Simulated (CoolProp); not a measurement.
Properties of decamethyltetrasiloxane (MD2M) along the isotherm 325.7 K (Tc = 599.4 K, pc = 1144 kPa, ω = 0.635).

Values from CoolProp's reference Helmholtz-energy equation of state, Thol 2017.

```json
[
 {"p (kPa)": "1.81", "phase": "liquid", "cp (kJ/(kg K))": "1.792", "fugacity coefficient": "0.2059"},
 {"p (kPa)": "2.82", "phase": "liquid", "cp (kJ/(kg K))": "1.792", "fugacity coefficient": "0.1322"},
 {"p (kPa)": "4.39", "phase": "liquid", "cp (kJ/(kg K))": "1.792", "fugacity coefficient": "0.08492"},
 {"p (kPa)": "6.83", "phase": "liquid", "cp (kJ/(kg K))": "1.792", "fugacity coefficient": "0.05460"},
 {"p (kPa)": "10.6", "phase": "liquid", "cp (kJ/(kg K))": "1.792", "fugacity coefficient": "0.03520"},
 {"p (kPa)": "16.6", "phase": "liquid", "cp (kJ/(kg K))": "1.792", "fugacity coefficient": "0.02250"},
 {"p (kPa)": "25.8", "phase": "liquid", "cp (kJ/(kg K))": "1.792", "fugacity coefficient": "0.01449"},
 {"p (kPa)": "40.1", "phase": "liquid", "cp (kJ/(kg K))": "1.792", "fugacity coefficient": "0.009343"},
 {"p (kPa)": "62.5", "phase": "liquid", "cp (kJ/(kg K))": "1.792", "fugacity coefficient": "0.006013"},
 {"p (kPa)": "97.3", "phase": "liquid", "cp (kJ/(kg K))": "1.792", "fugacity coefficient": "0.003881"},
 {"p (kPa)": "152", "phase": "liquid", "cp (kJ/(kg K))": "1.792", "fugacity coefficient": "0.002504"},
 {"p (kPa)": "236", "phase": "liquid", "cp (kJ/(kg K))": "1.792", "fugacity coefficient": "0.001632"},
 {"p (kPa)": "367", "phase": "liquid", "cp (kJ/(kg K))": "1.792", "fugacity coefficient": "0.001069"},
 {"p (kPa)": "572", "phase": "liquid", "cp (kJ/(kg K))": "1.792", "fugacity coefficient": "0.0007055"}
]
```
